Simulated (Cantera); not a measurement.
Mixture: CH₄ : H₂ : O₂ : N₂ : H₂O = 1 : 0.35 : 4.94 : 17.3 : 2 (molar parts), equivalence ratio 0.44, at 8.40 bar, adiabatic and at constant pressure. Ignition delay is the time to a rise of 400 K.

Detailed kinetics in Cantera: GRI-Mech 3.0 (53 species, 325 reactions).

### Question
What does this change do: pressure from 8.40 bar to 25.0 bar?

### Answer
```json
[
 {"quantity": "delay at 1100 K", "before": "3.62 ms", "after": "2.16 ms"},
 {"quantity": "delay at 1200 K", "before": "0.793 ms", "after": "0.498 ms"},
 {"quantity": "delay at 1300 K", "before": "0.267 ms", "after": "0.151 ms"},
 {"quantity": "delay at 1400 K", "before": "0.115 ms", "after": "57.7 µs"},
 {"quantity": "delay at 1500 K", "before": "55.7 µs", "after": "25.9 µs"},
 {"quantity": "delay at 1600 K", "before": "28.9 µs", "after": "13.0 µs"},
 {"quantity": "delay at 1700 K", "before": "15.9 µs", "after": "6.94 µs"},
 {"quantity": "apparent activation energy between 1500 and 1700 K", "before": "130 kJ/mol", "after": "140 kJ/mol"}
]
```
The pressure lies above the range GRI-Mech 3.0 was tuned for (to about 10 atm).

### Question
What does this change do: CH4 1 to 1.9 parts?

### Answer
```
quantity                                                before       after
--------------------------------------------------  ----------  ----------
delay at 1100 K                                        3.62 ms     3.60 ms
delay at 1200 K                                       0.793 ms     1.09 ms
delay at 1300 K                                       0.267 ms    0.453 ms
delay at 1400 K                                       0.115 ms    0.208 ms
delay at 1500 K                                        55.7 µs     98.1 µs
delay at 1600 K                                        28.9 µs     47.4 µs
delay at 1700 K                                        15.9 µs     23.8 µs
apparent activation energy between 1500 and 1700 K  130 kJ/mol  150 kJ/mol
```
